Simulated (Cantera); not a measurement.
Feed: 1 mol trisilylamine, a varied amount of NH3, at 1502 °C and 32.3 Torr.

Cantera equilibrium calculation (NASA polynomials, part measured and part estimated; ideal gas, pure solids and liquids). Candidate condensed phases: Si, Si3N4; 18 gas species. The feed counts by its element totals alone. Mutual solubility and eutectic melting of coexisting phases are not modelled. Gases not in the tables: Si2H6 and higher silanes. Rates play no part.

### Question
At 1 mol NH3, list the 6 most abundant gas species with their mole fractions, and the condensed phases.

### Answer
H2 0.863, N2 0.135, H 0.00130, Si 5.10e-5, SiH2 2.16e-5, SiH 1.21e-5. Condensed: Si(l) + Si3N4(s).
